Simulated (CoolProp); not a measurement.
Properties of ammonia along the isobar 0.101 MPa.

Model: reference Helmholtz-energy equation of state, Gao 2020, in CoolProp.

```json
[
 {"T (K)": "237", "phase": "liquid", "cv (kJ/(kg K))": "2.929", "Joule-Thomson coefficient (K/MPa)": "-0.1891", "expansivity (1/kK)": "1.785", "Prandtl number": "1.75"},
 {"T (K)": "258.1", "phase": "gas", "cv (kJ/(kg K))": "1.652", "Joule-Thomson coefficient (K/MPa)": "50.23", "expansivity (1/kK)": "4.226", "Prandtl number": "0.874"},
 {"T (K)": "279.2", "phase": "gas", "cv (kJ/(kg K))": "1.638", "Joule-Thomson coefficient (K/MPa)": "36.55", "expansivity (1/kK)": "3.795", "Prandtl number": "0.874"},
 {"T (K)": "300.3", "phase": "gas", "cv (kJ/(kg K))": "1.644", "Joule-Thomson coefficient (K/MPa)": "27.55", "expansivity (1/kK)": "3.468", "Prandtl number": "0.876"},
 {"T (K)": "321.5", "phase": "gas", "cv (kJ/(kg K))": "1.665", "Joule-Thomson coefficient (K/MPa)": "21.47", "expansivity (1/kK)": "3.205", "Prandtl number": "0.876"},
 {"T (K)": "342.6", "phase": "gas", "cv (kJ/(kg K))": "1.693", "Joule-Thomson coefficient (K/MPa)": "17.28", "expansivity (1/kK)": "2.986", "Prandtl number": "0.874"},
 {"T (K)": "363.7", "phase": "gas", "cv (kJ/(kg K))": "1.726", "Joule-Thomson coefficient (K/MPa)": "14.25", "expansivity (1/kK)": "2.799", "Prandtl number": "0.869"},
 {"T (K)": "384.8", "phase": "gas", "cv (kJ/(kg K))": "1.763", "Joule-Thomson coefficient (K/MPa)": "11.97", "expansivity (1/kK)": "2.637", "Prandtl number": "0.863"},
 {"T (K)": "405.9", "phase": "gas", "cv (kJ/(kg K))": "1.800", "Joule-Thomson coefficient (K/MPa)": "10.21", "expansivity (1/kK)": "2.493", "Prandtl number": "0.856"},
 {"T (K)": "427.1", "phase": "gas", "cv (kJ/(kg K))": "1.839", "Joule-Thomson coefficient (K/MPa)": "8.805", "expansivity (1/kK)": "2.365", "Prandtl number": "0.849"},
 {"T (K)": "448.2", "phase": "gas", "cv (kJ/(kg K))": "1.878", "Joule-Thomson coefficient (K/MPa)": "7.667", "expansivity (1/kK)": "2.250", "Prandtl number": "0.842"},
 {"T (K)": "469.3", "phase": "gas", "cv (kJ/(kg K))": "1.917", "Joule-Thomson coefficient (K/MPa)": "6.728", "expansivity (1/kK)": "2.146", "Prandtl number": "0.836"},
 {"T (K)": "490.4", "phase": "gas", "cv (kJ/(kg K))": "1.956", "Joule-Thomson coefficient (K/MPa)": "5.942", "expansivity (1/kK)": "2.052", "Prandtl number": "0.831"}
]
```

Viscosity comes from a separate model (Fenghour 1995). Thermal conductivity comes from a separate model (Tufeu 1984).
